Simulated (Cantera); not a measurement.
Standard-state values (1 bar) from the NASA 1993 polynomials, evaluated with Cantera. Values are per mole of reaction as written; species without (g) are pure solids or liquids, kept so even where they would boil at 1 bar.

Between 673 and 1573 K, where is each reaction favourable under standard conditions?
- 2 Ca + O₂(g) = 2 CaO
- 0.8 V + O₂(g) = 0.4 V₂O₅
- 2 Ba + O₂(g) = 2 BaO


- 2 Ca + O₂(g) = 2 CaO: ΔG° is -1128 kJ at 673 K and -935 kJ at 1573 K; it stays negative (K > 1). ΔH° is -1283 kJ and ΔS° -221 J/K at 1573 K.
- 0.8 V + O₂(g) = 0.4 V₂O₅: ΔG° is -503 kJ at 673 K and -376 kJ at 1573 K; it stays negative (K > 1). ΔH° is -577 kJ and ΔS° -128 J/K at 1573 K.
- 2 Ba + O₂(g) = 2 BaO: ΔG° is -973 kJ at 673 K and -805 kJ at 1573 K; it stays negative (K > 1). ΔH° is -1106 kJ and ΔS° -192 J/K at 1573 K.
